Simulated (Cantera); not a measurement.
A perfectly stirred reactor is fed with 46.1 % CH4, 17.1 % CO2, 36.9 % H2, at 308 Torr; it is held at 1748 K, and followed from long to short residence time.

Cantera simulation using GRI-Mech 3.0 (53 species, 325 reactions); the numbers are that mechanism's predictions, not measurements. GRI-Mech 3.0 stops at C3 and has no aromatics, soot or wall deposition, so with more carbon than oxygen in the feed, carbon stays in small species such as C2H2 where larger ones or solid carbon would form.

x: mole fraction; the columns are a selection and need not sum to one.

```tsv
τ (s)	x CH4	x CO2	x H2	x CH3	x H2O2
5.0	0.0151	0.00153	0.677	?	<1e-12
1.2	0.0278	0.00432	0.647	?	<1e-12
0.27	0.0548	0.0110	0.599	?	<1e-12
0.063	0.110	0.0316	0.549	?	<1e-12
0.015	0.212	0.0832	0.502	?	<1e-12
0.0034	0.343	0.139	0.439	?	<1e-12
0.00078	0.427	0.163	0.387	?	<1e-12
0.00018	0.455	0.170	0.371	?	<1e-12
```

### Question
What belongs in the gaps?

### Answer

- 5.0, x CH3: 0.000131
- 1.2, x CH3: 0.000240
- 0.27, x CH3: 0.000463
- 0.063, x CH3: 0.000870
- 0.015, x CH3: 0.00151
- 0.0034, x CH3: 0.00221
- 0.00078, x CH3: 0.00245
- 0.00018, x CH3: 0.00172
